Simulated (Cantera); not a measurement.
Diamond growth

A diamond (100) surface in a fixed gas of H2 with x(CH4) = 0.0071, x(CH3) = 0.0014, at 1325 K, 90.0 Torr; coverages are run to steady state.

Model: the Harris–Goodwin 1993 mechanism for the reconstructed diamond (100) surface, integrated in Cantera.

```json
[
 {"x(H)": "0.0001", "growth (µm/h)": "0.923", "θ c6HH": "0.668", "θ c6H*": "0.0283", "θ c6*H": "0.290", "θ c6**": "0.00318", "θ c6HM": "0.00175"},
 {"x(H)": "0.0002", "growth (µm/h)": "2.84", "θ c6HH": "0.563", "θ c6H*": "0.0368", "θ c6*H": "0.377", "θ c6**": "0.00702", "θ c6HM": "0.00239"},
 {"x(H)": "0.00039", "growth (µm/h)": "6.65", "θ c6HH": "0.484", "θ c6H*": "0.0430", "θ c6*H": "0.441", "θ c6**": "0.0131", "θ c6HM": "0.00300"},
 {"x(H)": "0.00077", "growth (µm/h)": "12.9", "θ c6HH": "0.430", "θ c6H*": "0.0470", "θ c6*H": "0.482", "θ c6**": "0.0214", "θ c6HM": "0.00358"},
 {"x(H)": "0.0015", "growth (µm/h)": "21.4", "θ c6HH": "0.398", "θ c6H*": "0.0493", "θ c6*H": "0.505", "θ c6**": "0.0304", "θ c6HM": "0.00407"},
 {"x(H)": "0.003", "growth (µm/h)": "32.9", "θ c6HH": "0.379", "θ c6H*": "0.0505", "θ c6*H": "0.517", "θ c6**": "0.0386", "θ c6HM": "0.00439"},
 {"x(H)": "0.0059", "growth (µm/h)": "48.1", "θ c6HH": "0.369", "θ c6H*": "0.0512", "θ c6*H": "0.523", "θ c6**": "0.0444", "θ c6HM": "0.00443"},
 {"x(H)": "0.012", "growth (µm/h)": "71.5", "θ c6HH": "0.364", "θ c6H*": "0.0517", "θ c6*H": "0.527", "θ c6**": "0.0482", "θ c6HM": "0.00412"},
 {"x(H)": "0.023", "growth (µm/h)": "101", "θ c6HH": "0.362", "θ c6H*": "0.0521", "θ c6*H": "0.528", "θ c6**": "0.0503", "θ c6HM": "0.00354"}
]
```
θ: site fractions in the mechanism's names (c6HH fully hydrogenated, c6H* and c6*H radical sites, c6** diradical, c6HM methylated).
